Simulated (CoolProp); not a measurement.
Ethane along the isotherm 234.6 K: Z from the reference equation and from simpler models built on Tc = 305.3 K, pc = 4.872 MPa, ω = 0.099; each cubic takes its own stable root.

The numbers come from the reference Helmholtz-energy equation of state, Bücker 2006 in CoolProp.

```
p (MPa)   phase  reference
-------  ------  ---------
4.87     liquid     0.1557
9.74     liquid     0.3060
14.6     liquid     0.4519
19.5     liquid     0.5958
24.4     liquid     0.7368
29.2     liquid     0.8727
34.1     liquid      1.009
39       liquid      1.144
43.8     liquid      1.274
48.7     liquid      1.406
```

Task: How far does each simpler model (van der Waals, Soave-Redlich-Kwong, Peng-Robinson) lie from the reference over these 10 states: mean and median of the absolute difference, and the worst?

Result: 
- van der Waals: mean 43.4 %, median 42.2 %, worst +50.0 % at 234.6 K and 4.87 MPa
- Soave-Redlich-Kwong: mean 2.9 %, median 2.5 %, worst +5.2 % at 234.6 K and 4.87 MPa
- Peng-Robinson: mean 8.4 %, median 8.6 %, worst -9.0 % at 234.6 K and 48.7 MPa
